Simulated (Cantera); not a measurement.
Input: 1 mol CH3SiH3, 0.006 mol C3H8, 190 mol H2, equilibrated at 1777 °C and 623 Torr.

These are equilibrium values from Cantera (NASA tables, ideal gas, pure condensed phases), not measurements of a reactor. Candidate condensed phases: C, C6H6, C7H8, C8H18, Si, SiC; 87 gas species. The feed counts by its element totals alone. Gases not in the tables: Si2H6 and higher silanes. The numbers say what is thermodynamically allowed, not how fast it happens.

Base state: H2 0.997, H 0.00249, CH4 6.87e-5, C2H2 (acetylene) 5.28e-5, SiH2 4.11e-5, Si 2.74e-5, SiH 1.51e-5 (mole fractions); condensed: SiC(s).

Task: What changes in the equilibrium state with this change: CH3SiH3 replaced by SiHCl3?

Result: 
```csv
species,before,after
H2,0.997,0.982
HCl,0,0.0146
H,0.00249,0.00247
SiCl2,0,0.000488
SiCl,0,2.93e-5
Cl,0,2.71e-5
C2H2 (acetylene),5.28e-5,4.50e-6
CH4,6.87e-5,1.96e-5
Si,2.74e-5,9.31e-5
"SiC(s), mol",0.983,0.0117
"Si(l), mol",0,0.832
```
Mutual solubility and eutectic melting of coexisting phases are not modelled. The tables' values for SiCl are old estimates; treat these amounts as uncertain.

Task: What changes in the equilibrium state with this change: temperature from 1777 °C to 1027 °C?

Result: 
```json
[
 {"species": "H2", "before": "0.997", "after": "1.000"},
 {"species": "CH4", "before": "6.87e-5", "after": "9.34e-5"},
 {"species": "H", "before": "0.00249", "after": "1.21e-6"},
 {"species": "C2H2 (acetylene)", "before": "5.28e-5", "after": "<1e-9"},
 {"species": "SiH2", "before": "4.11e-5", "after": "1.58e-8"},
 {"species": "Si", "before": "2.74e-5", "after": "<1e-9"},
 {"species": "SiH", "before": "1.51e-5", "after": "<1e-9"},
 {"species": "SiC(s), mol", "before": "0.983", "after": "1.000"}
]
```
